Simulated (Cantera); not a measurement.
What does this Cantera script print?

```python
import numpy as np
import cantera as ct

gas_names = [...]  # 109 gases of nasa_gas.yaml made of C, Cl, H, Si
cond_names = """
    C(gr) C6H6(L) C7H8(L) C8H18(L),n-octa Si(cr) Si(L) SiC(b)
""".split()


# ... load() reads the species with a 1 bar reference pressure and builds the phases ...
atoms = {
    'CH3SiCl3': {'C': 1, 'H': 3, 'Si': 1, 'CL': 3},
    'C2H4': {'C': 2, 'H': 4},
    'H2': {'H': 2},
}
top_T = {'C(gr)': 4500, 'SiC(b)': 3050}  # K; cautious upper limits of use, not melting points


# ... equilibrate(T, P, feed) seeds the gas with the atoms and calls Mixture.equilibrate('TP', solver="vcs", rtol=1e-11, max_steps=5000) ...
results = []
feed = {'CH3SiCl3': 1, 'C2H4': 0.24, 'H2': 1700}  # mol
P = 13332.2  # Pa
for T in [973, 1073, 1173, 1273, 1373, 1473, 1573, 1673, 1773, 1873, 1973, 2073, 2173, 2273]:
    mix = equilibrate(T, P, feed)
    results.append((T, P, feed, dict(zip(mix.species_names, mix.species_moles))))
    x = sorted(zip(gas.X, gas.species_names), reverse=True)
    print(f"T = {T:g} K  P = {P:g} Pa  gas = {mix.phase_moles(0):.4g} mol")
    print("   x: " + "  ".join(f"{s} {v:.3e}" for v, s in x if v > 1e-06))
    print("   condensed (mol): " + ("  ".join(f"{mix.phase(i).name} {mix.phase_moles(i):.4g}"
          for i in range(1, mix.n_phases) if mix.phase_moles(i) > 1e-12) or "none"))
```

Output:

```
T = 973 K  P = 13332.2 Pa  gas = 1703 mol
   x: H2 9.980e-01  HCL 1.757e-03  CH4 2.835e-04
   condensed (mol): SiC(b) 0.9972
T = 1073 K  P = 13332.2 Pa  gas = 1703 mol
   x: H2 9.980e-01  HCL 1.761e-03  CH4 2.821e-04
   condensed (mol): SiC(b) 0.9996
T = 1173 K  P = 13332.2 Pa  gas = 1703 mol
   x: H2 9.980e-01  HCL 1.761e-03  CH4 2.820e-04
   condensed (mol): SiC(b) 0.9998
T = 1273 K  P = 13332.2 Pa  gas = 1703 mol
   x: H2 9.980e-01  HCL 1.761e-03  CH4 2.819e-04  H 1.951e-06
   condensed (mol): SiC(b) 0.9998
T = 1373 K  P = 13332.2 Pa  gas = 1703 mol
   x: H2 9.979e-01  HCL 1.761e-03  CH4 2.812e-04  H 9.111e-06
   condensed (mol): SiC(b) 0.9998
T = 1473 K  P = 13332.2 Pa  gas = 1703 mol
   x: H2 9.979e-01  HCL 1.761e-03  CH4 2.750e-04  H 3.461e-05  C2H2,acetylene 3.231e-06
   condensed (mol): SiC(b) 0.9998
T = 1573 K  P = 13332.2 Pa  gas = 1703 mol
   x: H2 9.979e-01  HCL 1.761e-03  CH4 2.405e-04  H 1.112e-04  C2H2,acetylene 2.009e-05
   condensed (mol): SiC(b) 0.9997
T = 1673 K  P = 13332.2 Pa  gas = 1703 mol
   x: H2 9.977e-01  HCL 1.760e-03  H 3.115e-04  CH4 1.611e-04  C2H2,acetylene 5.685e-05  CH3 1.024e-06
   condensed (mol): C(gr) 0.009184  SiC(b) 0.9994
T = 1773 K  P = 13332.2 Pa  gas = 1704 mol
   x: H2 9.973e-01  HCL 1.759e-03  H 7.780e-04  C2H2,acetylene 9.453e-05  CH4 9.197e-05  CH3 1.454e-06  CL 1.055e-06
   condensed (mol): SiC(b) 0.9974
T = 1873 K  P = 13332.2 Pa  gas = 1705 mol
   x: H2 9.963e-01  H 1.764e-03  HCL 1.756e-03  C2H2,acetylene 1.187e-04  CH4 4.985e-05  Si 3.553e-06  SiH2 2.625e-06  CL 2.356e-06  CH3 1.774e-06  SiH 1.207e-06
   condensed (mol): SiC(b) 0.9861
T = 1973 K  P = 13332.2 Pa  gas = 1707 mol
   x: H2 9.943e-01  H 3.685e-03  HCL 1.751e-03  C2H2,acetylene 1.460e-04  CH4 2.881e-05  Si 2.450e-05  SiH2 9.351e-06  SiH 6.451e-06  CL 4.849e-06  CH3 2.121e-06
   condensed (mol): SiC(b) 0.9264
T = 2073 K  P = 13332.2 Pa  gas = 1710 mol
   x: H2 9.907e-01  H 7.169e-03  HCL 1.741e-03  C2H2,acetylene 2.207e-04  Si 1.247e-04  SiH2 2.619e-05  SiH 2.607e-05  CH4 1.965e-05  CL 9.302e-06  Si2C 4.599e-06  CH3 2.784e-06  SiCL 1.687e-06  SiC2 1.303e-06  SiCL2 1.126e-06
   condensed (mol): SiC(b) 0.6736
T = 2173 K  P = 13332.2 Pa  gas = 1716 mol
   x: H2 9.842e-01  H 1.311e-02  HCL 1.726e-03  Si 4.118e-04  C2H2,acetylene 4.050e-04  SiH 6.962e-05  SiH2 5.010e-05  Si2C 1.867e-05  CL 1.678e-05  CH4 1.555e-05  SiC2 6.650e-06  CH3 3.988e-06  SiCL 3.608e-06  Si2 1.213e-06  SiCL2 1.165e-06
   condensed (mol): none
T = 2273 K  P = 13332.2 Pa  gas = 1724 mol
   x: H2 9.746e-01  H 2.271e-02  HCL 1.708e-03  Si 4.574e-04  C2H2,acetylene 4.114e-04  SiH 6.358e-05  SiH2 3.372e-05  CL 2.874e-05  CH4 9.570e-06  Si2C 7.159e-06  SiC2 6.433e-06  CH3 4.212e-06  SiCL 2.694e-06
   condensed (mol): none
```

Cantera equilibrium calculation (NASA polynomials, part measured and part estimated; ideal gas, pure solids and liquids). The feed counts by its element totals alone. Gases not in the tables: Si2H6 and higher silanes.
